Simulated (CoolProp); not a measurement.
Vapour-liquid equilibrium of n-heptane (1) + m-xylene (2) at 1.83 bar; x and y are mole fractions of (1).

Computed with CoolProp (multi-fluid Helmholtz-energy mixture model, Span 2003 and Zhou 2012; pair parameters Bell 2016).

### Question
Give the bubble temperature and the first vapour's composition at x = 0.25, 0.65, 0.85. Is there an azeotrope?

### Answer
x = 0.25: 418.0 K, y = 0.492; x = 0.65: 402.4 K, y = 0.825; x = 0.85: 396.8 K, y = 0.931. No azeotrope shows between x = 0.05 and 0.95.

The pair parameters rest on a limited set of measurements; away from them the model extrapolates.
